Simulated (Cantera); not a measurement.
Feed: 1 mol AlBr3, 0.51 mol N2, 1.9 mol H2, at 74.0 Pa.

Method: chemical equilibrium by Gibbs-energy minimisation in Cantera with the NASA 1993 tables (ideal gas, pure condensed phases). Candidate condensed phases: Al, AlBr3, AlN, Br2; 19 gas species. The numbers say what is thermodynamically allowed, not how fast it happens. All values below are at 1623 K.

Base state: H2 0.340, HBr 0.230, AlBr 0.148, N2 0.122, AlBr3 0.0920, Br 0.0656, H 0.00148, Al 1.73e-5 (mole fractions); condensed: gas only.

Task: What changes in the equilibrium state with this change: pressure from 74.0 Pa to 10000 Pa?

Result: 
| species | before | after |
|---|---|---|
| H2 | 0.340 | 0.483 |
| AlBr3 | 0.0920 | 0.240 |
| HBr | 0.230 | 0.132 |
| AlBr | 0.148 | 0.0124 |
| Br | 0.0656 | 0.00271 |
| N2 | 0.122 | 0.129 |
| Al | 1.73e-5 | 2.60e-7 |
| H | 0.00148 | 0.000152 |
| AlN(s), mol | 0 | 0.126 |

Task: What changes in the equilibrium state with this change: pressure from 74.0 Pa to 1000 Pa?

Result: 
| species | before | after |
|---|---|---|
| H2 | 0.340 | 0.440 |
| AlBr3 | 0.0920 | 0.193 |
| HBr | 0.230 | 0.143 |
| Br | 0.0656 | 0.00976 |
| AlBr | 0.148 | 0.0766 |
| N2 | 0.122 | 0.137 |
| Al | 1.73e-5 | 4.45e-6 |
| Br2 | 1.06e-5 | 3.17e-6 |
| H | 0.00148 | 0.000458 |
